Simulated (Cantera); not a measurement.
Charge: 1 mol B2H6, 0.095 mol O2, 0.36 mol H2, equilibrated at 4400 Pa.

Method: chemical equilibrium by Gibbs-energy minimisation in Cantera with the NASA 1993 tables (ideal gas, pure condensed phases). Candidate condensed phases: B, B2O3, B3O3H3, H2O; 23 gas species. The feed counts by its element totals alone. Mutual solubility and eutectic melting of coexisting phases are not modelled. The numbers say what is thermodynamically allowed, not how fast it happens. All values below are at 1273 K.

Base state: H2 0.998, B3O3H3 0.00145, HBO 0.000920, B2O2 1.31e-5, HBO2 1.24e-5 (mole fractions); condensed: B(s) + B2O3(l).

Problem. What changes in the equilibrium state with this change: O2 from 0.095 to 1.5 mol?

Solution. 
```csv
species,before,after
H2,0.998,1.000
HBO,0.000920,0.000154
HBO2,1.24e-5,7.46e-5
B3O3H3,0.00145,6.79e-6
H2O,1.40e-6,5.02e-5
B2O2,1.31e-5,3.65e-7
"B(s), mol",1.87,0
"B2O3(l), mol",0.0574,1.000
```
